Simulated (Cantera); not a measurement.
Cantera run, input and output.

```python
import numpy as np
import cantera as ct

gas = ct.Solution("gri30.yaml", transport_model="mixture-averaged")
show = ['C2H2', 'CO2', 'OH']

rows = []
print(f"{'T/K':>7s}{'rho':>11s}{'cp':>10s}{'mu':>11s}{'lambda':>11s}{'Pr':>7s}" + "".join(f"{'D_' + s:>11s}" for s in show))
for T in [400, 650, 900, 1150, 1400, 1650, 1900, 2150, 2400]:
    gas.TPX = T, 1333, {'O2': 0.21}
    Pr = gas.cp_mass * gas.viscosity / gas.thermal_conductivity
    D = [gas.mix_diff_coeffs_mole[gas.species_index(s)] for s in show]
    rows.append([gas.density, gas.cp_mass, gas.viscosity, gas.thermal_conductivity, Pr, *D])
    print(f"{T:7g}{gas.density:11.4e}{gas.cp_mass:10.1f}{gas.viscosity:11.4e}"
          f"{gas.thermal_conductivity:11.4e}{Pr:7.3f}" + "".join(f"{d:11.4e}" for d in D))
print("SI units: kg/m3, J/kg/K, Pa s, W/m/K, m2/s")
```

Result:

```
    T/K        rho        cp         mu     lambda     Pr     D_C2H2      D_CO2       D_OH
    400 1.2825e-02     941.4 2.5629e-05 3.3852e-02  0.713 2.1288e-03 2.0065e-03 4.0482e-03
    650 7.8923e-03    1017.4 3.5981e-05 5.1624e-02  0.709 4.9809e-03 4.7205e-03 9.2367e-03
    900 5.7000e-03    1073.7 4.4705e-05 6.7643e-02  0.710 8.6756e-03 8.2412e-03 1.5929e-02
   1150 4.4609e-03    1108.6 5.2496e-05 8.2174e-02  0.708 1.3110e-02 1.2469e-02 2.3958e-02
   1400 3.6643e-03    1134.2 5.9661e-05 9.5657e-02  0.707 1.8221e-02 1.7340e-02 3.3212e-02
   1650 3.1091e-03    1155.4 6.6364e-05 1.0843e-01  0.707 2.3961e-02 2.2812e-02 4.3612e-02
   1900 2.7000e-03    1174.1 7.2707e-05 1.2073e-01  0.707 3.0296e-02 2.8850e-02 5.5095e-02
   2150 2.3861e-03    1191.7 7.8755e-05 1.3274e-01  0.707 3.7198e-02 3.5429e-02 6.7609e-02
   2400 2.1375e-03    1209.0 8.4555e-05 1.4458e-01  0.707 4.4645e-02 4.2527e-02 8.1113e-02
SI units: kg/m3, J/kg/K, Pa s, W/m/K, m2/s
```

Computed with Cantera and GRI-Mech 3.0 (53 species, 325 reactions).
